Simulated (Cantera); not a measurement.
A Cantera script and what it prints.

```python
import numpy as np
import cantera as ct

gas_names = """
    HF H
""".split()
cond_names = """
    K(cr) K(L) KHF2(a) KHF2(b) KHF2(L)
""".split()


def load(file, names, dense=False):
    # The tables refer to 1 bar. Condensed volumes are neglected.
    table = {s.name: s for s in ct.Species.list_from_file(file)}
    out = []
    for n in names:
        d = dict(table[n].input_data)
        d["thermo"] = dict(d["thermo"], **{"reference-pressure": 1e5})
        if dense:
            d["equation-of-state"] = {"model": "constant-volume", "density": "1e6 g/cm^3"}
        out.append(ct.Species.from_dict(d))
    return out


species = {s.name: s for s in load("nasa_gas.yaml", gas_names) + load("nasa_condensed.yaml", cond_names)}
# Each term lists the table entries of one substance; the one whose range holds T is used.
reactions = {
    '2 HF(g) + K = H(g) + KHF2':
        [(-2, ['HF']), (-1, ['K(cr)', 'K(L)']), (1, ['H']), (1, ['KHF2(a)', 'KHF2(b)', 'KHF2(L)'])],
}


def pick(names, T):
    return next(species[n] for n in names if species[n].thermo.min_temp <= T <= species[n].thermo.max_temp)


results = []
for label, terms in reactions.items():
    print(label)
    print("     T/K   dH/kJ  dS/(J/K)   dG/kJ   log10 K")
    for T in [550, 650, 750, 850, 950]:
        used = [(nu, pick(names, T)) for nu, names in terms]
        dH = sum(nu * s.thermo.h(T) for nu, s in used) / 1e6
        dS = sum(nu * s.thermo.s(T) for nu, s in used) / 1e3
        dG = dH - T * dS / 1e3
        logK = -dG * 1e6 / (ct.gas_constant * T * np.log(10))
        results.append((label, T, dH, dS, dG, logK, [s.name for _, s in used]))
        print(f"{T:8g} {dH:8.1f} {dS:8.1f} {dG:8.1f} {logK:8.2f}")
```

Result:

```
2 HF(g) + K = H(g) + KHF2
     T/K   dH/kJ  dS/(J/K)   dG/kJ   log10 K
     550   -147.2   -151.1    -64.1     6.09
     650   -143.5   -144.9    -49.3     3.96
     750   -139.8   -139.6    -35.1     2.44
     850   -136.2   -135.1    -21.4     1.31
     950   -132.6   -131.1     -8.1     0.44
```

Source: NASA polynomial tables (part measured, part estimated), evaluated in Cantera. Condensed species are held in their standard states even where they would react or evaporate.
